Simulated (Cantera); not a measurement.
Gas-phase reforming

An isothermal, constant-pressure homogeneous reactor starts with CH₄ : H₂O : N₂ = 1 : 1.5 : 0.047 (molar parts), at 1275 K and 720 Torr.

Cantera simulation using GRI-Mech 3.0 (53 species, 325 reactions); the numbers are that mechanism's predictions, not measurements.

```
t (s)     x CH₄  x H₂O      x CO   x CH₂CO    x O₂     x HCO
--------  -----  -----  --------  --------  ------  --------
0.000400  0.393  0.589    <1e-12    <1e-12  <1e-12    <1e-12
0.00105   0.393  0.589    <1e-12    <1e-12  <1e-12    <1e-12
0.00276   0.393  0.589  2.35e-12    <1e-12  <1e-12    <1e-12
0.00726   0.393  0.589  4.76e-11    <1e-12  <1e-12    <1e-12
0.0191    0.393  0.589  5.08e-10    <1e-12  <1e-12    <1e-12
0.0502    0.392  0.589   4.84e-9    <1e-12  <1e-12    <1e-12
0.132     0.392  0.589   5.13e-8  3.44e-11  <1e-12    <1e-12
0.346     0.392  0.589   5.79e-7   1.69e-9  <1e-12    <1e-12
0.910     0.389  0.588   4.42e-6   5.52e-8  <1e-12    <1e-12
2.39      0.384  0.586   2.01e-5   7.16e-7  <1e-12    <1e-12
6.29      0.369  0.580   9.95e-5   3.06e-6  <1e-12  1.03e-12
16.5      0.336  0.566  0.000501   6.33e-6  <1e-12  1.21e-12
43.4      0.276  0.541   0.00202   9.17e-6  <1e-12  2.54e-12
114       0.223  0.505   0.00652   9.27e-6  <1e-12  1.05e-11
300       0.225  0.462    0.0158   5.22e-6  <1e-12  2.60e-11
```
x: mole fraction; the columns are a selection and need not sum to one.

Equilibrium at this temperature and pressure: CH₄ 6.55e-5, H₂O 0.0932, CO 0.203, CH₂CO 4.44e-11, O₂ <1e-12, HCO 5.60e-10 (gas phase only).
